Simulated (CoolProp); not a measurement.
Properties of normal hydrogen along the isobar 43.3 bar (Tc = 33.1 K, pc = 12.96 bar, ω = -0.219).

The numbers come from the reference Helmholtz-energy equation of state, Leachman 2009 in CoolProp.

| T (K) | phase | Z | cv (kJ/(kg K)) | speed of sound (m/s) | Joule-Thomson coefficient (K/MPa) | expansivity (1/kK) | conductivity (mW/(m K)) |
|---|---|---|---|---|---|---|---|
| 19.2 | liquid | 0.7156 | 5.587 | 1318 | -1.290 | 10.46 | 109 |
| 23.9 | liquid | 0.6078 | 5.929 | 1227 | -0.9571 | 13.40 | 112 |
| 28.5 | liquid | 0.5470 | 6.195 | 1119 | -0.6209 | 17.59 | 111 |
| 33.2 | supercritical | 0.5177 | 6.386 | 987.1 | -0.2007 | 24.64 | 107 |
| 37.9 | supercritical | 0.5230 | 6.534 | 839.2 | 0.4032 | 37.16 | 98.9 |
| 42.5 | supercritical | 0.5740 | 6.687 | 711.9 | 1.209 | 52.22 | 87.6 |
| 47.2 | supercritical | 0.6652 | 6.746 | 655.3 | 1.894 | 51.81 | 75.7 |
| 51.9 | supercritical | 0.7527 | 6.690 | 653.7 | 2.153 | 40.99 | 68.2 |
| 56.6 | supercritical | 0.8186 | 6.636 | 670.8 | 2.141 | 32.21 | 65.7 |
| 61.2 | supercritical | 0.8657 | 6.612 | 692.4 | 2.026 | 26.45 | 65.1 |
| 65.9 | supercritical | 0.9013 | 6.615 | 715.3 | 1.874 | 22.41 | 65.6 |
| 70.6 | supercritical | 0.9281 | 6.643 | 737.7 | 1.717 | 19.51 | 66.7 |
| 75.2 | supercritical | 0.9482 | 6.692 | 758.6 | 1.566 | 17.37 | 68.1 |

Thermal conductivity comes from a separate model (Assael 2011).
